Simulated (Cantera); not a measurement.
An isothermal plug-flow reactor at 1100 K and 310000 Pa (inlet), inlet velocity 0.65 m/s, active area per volume 4900 1/m; feed 0.316 % CH4, 10.4 % O2, 89.3 % N2, equivalence ratio 0.061.

Model: Deutschmann's 1995 Pt surface mechanism with GRI-Mech 3.0 gas chemistry, integrated in Cantera. Catalytic surfaces can have several steady states; this one follows from the mechanism file's or the stated starting coverage. Mass transfer to the wall is taken as infinitely fast.

x: gas mole fraction; θ: surface coverage.

```csv
z (m),x CH4,x O2,x H2O,x CO2,x CO,θ free Pt,θ O*,θ OH*
0.00042,0.00222,0.102,0.00189,0.000941,1.56e-6,0.238,0.760,0.00107
0.0008,0.00160,0.101,0.00311,0.00155,1.13e-6,0.239,0.760,0.00137
0.0016,0.000807,0.0993,0.00469,0.00234,5.76e-7,0.239,0.759,0.00168
0.003,?,0.0982,0.00582,0.00290,?,0.240,0.758,0.00187
0.0058,?,0.0977,0.00626,0.00312,?,0.240,0.758,0.00194
0.011,2.30e-7,0.0977,0.00631,0.00315,4.74e-9,0.240,0.758,0.00195
0.022,4.32e-11,0.0977,0.00631,0.00315,1.46e-9,0.240,0.758,0.00195
0.042,1.14e-11,0.0977,0.00632,0.00315,6.92e-10,0.240,0.758,0.00195
```

Problem. Fill in the missing entries.

Solution. 
- 0.003, x CH4: 0.000240
- 0.003, x CO: 1.79e-7
- 0.0058, x CH4: 2.11e-5
- 0.0058, x CO: 2.35e-8
